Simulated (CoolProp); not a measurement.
CH3F (R41) along the isotherm 67.25 °C: density (kg/m³) from the reference equation and from simpler models built on Tc = 44.1 °C, pc = 59.06 bar, ω = 0.200; each cubic takes its own stable root.

The numbers come from the reference Helmholtz-energy equation of state, Lemmon 2006 in CoolProp. It is a short technical equation, of lower accuracy than the large ones.

```tsv
p (bar)	phase	reference	van der Waals	Redlich-Kwong
6.33	gas	7.879	7.826	7.849
12.7	gas	16.40	16.18	16.28
19	gas	25.52	25.00	25.22
25.3	gas	35.45	34.49	34.89
31.6	gas	46.36	44.80	45.43
38	gas	58.67	56.34	57.24
44.3	gas	72.31	69.06	70.24
50.6	gas	87.91	83.65	85.02
57	gas	106.5	101.3	102.6
63.3	supercritical	128.4	123.3	123.4
69.6	supercritical	155.8	154.1	149.6
75.9	supercritical	191.4	200.2	183.7
82.3	supercritical	239.4	241.5	225.7
88.6	supercritical	296.2	265.4	263.6
```
